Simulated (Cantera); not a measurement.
Input (Python, Cantera) and output of one run.

```python
import numpy as np
import cantera as ct

gas_names = """
    C CN C2 CCN CNC C2N2 C3 C4 C4N2 C5 N N2 Si SiC SiC2 SiN Si2 Si2C Si2N Si3
""".split()
cond_names = """
    C(gr) Si(cr) Si(L) SiC(b) Si3N4(a)
""".split()


# ... load() reads the species with a 1 bar reference pressure and builds the phases ...
atoms = {
    'SiC': {'Si': 1, 'C': 1},
    'N2': {'N': 2},
}
top_T = {'C(gr)': 4500, 'SiC(b)': 3050, 'Si3N4(a)': 2400}  # K; cautious upper limits of use, not melting points


# ... equilibrate(T, P, feed) seeds the gas with the atoms and calls Mixture.equilibrate('TP', solver="vcs", rtol=1e-11, max_steps=5000) ...
results = []
feed = {'SiC': 1, 'N2': 4.4}  # mol
P = 110  # Pa
for T in [1523, 1573, 1623, 1673, 1723, 1773, 1823, 1873, 1923, 1973, 2023, 2073, 2123, 2173]:
    mix = equilibrate(T, P, feed)
    results.append((T, P, feed, dict(zip(mix.species_names, mix.species_moles))))
    x = sorted(zip(gas.X, gas.species_names), reverse=True)
    print(f"T = {T:g} K  P = {P:g} Pa  gas = {mix.phase_moles(0):.4g} mol")
    print("   x: " + "  ".join(f"{s} {v:.3e}" for v, s in x if v > 0.001))
    print("   condensed (mol): " + ("  ".join(f"{mix.phase(i).name} {mix.phase_moles(i):.4g}"
          for i in range(1, mix.n_phases) if mix.phase_moles(i) > 1e-12) or "none"))
```

Output:

```
T = 1523 K  P = 110 Pa  gas = 4.4 mol
   x: N2 1.000e+00
   condensed (mol): C(gr) 5.317e-07  SiC(b) 1
T = 1573 K  P = 110 Pa  gas = 4.4 mol
   x: N2 1.000e+00
   condensed (mol): C(gr) 2.013e-06  SiC(b) 1
T = 1623 K  P = 110 Pa  gas = 4.4 mol
   x: N2 1.000e+00
   condensed (mol): C(gr) 6.923e-06  SiC(b) 1
T = 1673 K  P = 110 Pa  gas = 4.4 mol
   x: N2 1.000e+00
   condensed (mol): C(gr) 2.196e-05  SiC(b) 1
T = 1723 K  P = 110 Pa  gas = 4.4 mol
   x: N2 1.000e+00
   condensed (mol): C(gr) 6.482e-05  SiC(b) 0.9999
T = 1773 K  P = 110 Pa  gas = 4.4 mol
   x: N2 1.000e+00
   condensed (mol): C(gr) 0.0001795  SiC(b) 0.9998
T = 1823 K  P = 110 Pa  gas = 4.4 mol
   x: N2 9.999e-01
   condensed (mol): C(gr) 0.000469  SiC(b) 0.9995
T = 1873 K  P = 110 Pa  gas = 4.401 mol
   x: N2 9.997e-01
   condensed (mol): C(gr) 0.001162  SiC(b) 0.9988
T = 1923 K  P = 110 Pa  gas = 4.403 mol
   x: N2 9.993e-01
   condensed (mol): C(gr) 0.002744  SiC(b) 0.997
T = 1973 K  P = 110 Pa  gas = 4.407 mol
   x: N2 9.985e-01  Si 1.421e-03
   condensed (mol): C(gr) 0.006195  SiC(b) 0.9931
T = 2023 K  P = 110 Pa  gas = 4.415 mol
   x: N2 9.966e-01  Si 3.085e-03
   condensed (mol): C(gr) 0.01343  SiC(b) 0.9848
T = 2073 K  P = 110 Pa  gas = 4.431 mol
   x: N2 9.928e-01  Si 6.446e-03
   condensed (mol): C(gr) 0.02805  SiC(b) 0.9674
T = 2123 K  P = 110 Pa  gas = 4.465 mol
   x: N2 9.853e-01  Si 1.300e-02
   condensed (mol): C(gr) 0.05673  SiC(b) 0.932
T = 2173 K  P = 110 Pa  gas = 4.532 mol
   x: N2 9.707e-01  Si 2.539e-02  SiC2 2.199e-03  Si2C 1.356e-03
   condensed (mol): C(gr) 0.1117  SiC(b) 0.8615
```

These are equilibrium values from Cantera (NASA tables, ideal gas, pure condensed phases), not measurements of a reactor. The tables' values for SiN are old estimates; treat these amounts as uncertain.
